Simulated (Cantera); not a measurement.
What does this Cantera script print?

```python
import numpy as np
import cantera as ct

gas_names = """
    B BCL BCL2 BCL3 BH BH2 BH3 BO BOCL BO2 B2 B2O B2O2 B2O3 B3O3CL3 B3O3H3 CL CLO CL2 H HBO HBO2 HCL
    HOCL HO2 H2 H2O H2O2 H3B3O6 O OH O2 O3
""".split()
cond_names = """
    B(b) B(L) B2O3(L) B3O3H3(cr) H2O(s) H2O(L)
""".split()


# ... load() reads the species with a 1 bar reference pressure and builds the phases ...
atoms = {
    'BCl3': {'B': 1, 'CL': 3},
    'O2': {'O': 2},
    'H2': {'H': 2},
}
top_T = {}  # K; cautious upper limits of use, not melting points


# ... equilibrate(T, P, feed) seeds the gas with the atoms and calls Mixture.equilibrate('TP', solver="vcs", rtol=1e-11, max_steps=5000) ...
results = []
feed = {'BCl3': 1, 'O2': 1.8, 'H2': 33}  # mol
P = 1333.22  # Pa
for T in [1223, 1298, 1373, 1448, 1523, 1598, 1673, 1748, 1823, 1898, 1973]:
    mix = equilibrate(T, P, feed)
    results.append((T, P, feed, dict(zip(mix.species_names, mix.species_moles))))

top = {s: max(r[3][s] / sum(r[3][g] for g in gas_names) for r in results) for s in gas_names}
cols = sorted((s for s in top if top[s] > 1e-06), key=lambda s: -top[s])[:9]
seen = [c for c in cond_names if any(r[3].get(c, 0) > 1e-12 for r in results)]
print("log10 of partial pressures in bar; condensed amounts in mol")
print(f"{'T/K':>10s}" + "".join(f"{s[:9]:>10s}" for s in cols + seen))
for T, P, feed, n in results:
    ng = sum(n[g] for g in gas_names)
    print(f"{T:10.4g}" + "".join(f"{np.log10(max(n[s] / ng * P / 1e5, 1e-99)):10.3f}" for s in cols)
          + "".join(f"{n.get(c, 0):10.4g}" for c in seen))
```

Result:

```
log10 of partial pressures in bar; condensed amounts in mol
       T/K        H2       HCL       H2O      HBO2         H       HBO      B2O3        CL        BO   B2O3(L)
      1223    -1.945    -2.936    -3.100    -4.491    -7.494    -7.517    -7.716    -8.550   -11.445    0.4571
      1298    -1.946    -2.937    -3.115    -4.080    -6.943    -6.804    -6.754    -8.008   -10.242    0.3906
      1373    -1.948    -2.939    -3.148    -3.726    -6.451    -6.163    -5.902    -7.524    -9.165    0.2503
      1448    -1.951    -2.942    -3.208    -3.439    -6.011    -5.590    -5.167    -7.091    -8.200         0
      1523    -1.951    -2.942    -3.206    -3.444    -5.612    -5.391    -5.088    -6.699    -7.650         0
      1598    -1.951    -2.943    -3.204    -3.450    -5.249    -5.213    -5.020    -6.343    -7.154         0
      1673    -1.952    -2.943    -3.201    -3.457    -4.919    -5.054    -4.962    -6.018    -6.706         0
      1748    -1.952    -2.944    -3.197    -3.466    -4.617    -4.912    -4.913    -5.721    -6.300         0
      1823    -1.953    -2.945    -3.193    -3.476    -4.340    -4.785    -4.874    -5.449    -5.931         0
      1898    -1.955    -2.947    -3.189    -3.489    -4.084    -4.672    -4.844    -5.199    -5.596         0
      1973    -1.957    -2.950    -3.184    -3.504    -3.848    -4.574    -4.824    -4.968    -5.292         0
```

Cantera equilibrium calculation (NASA polynomials, part measured and part estimated; ideal gas, pure solids and liquids). The tables' values for BOCl are old estimates; treat these amounts as uncertain. Gases not in the tables: H3BO3.
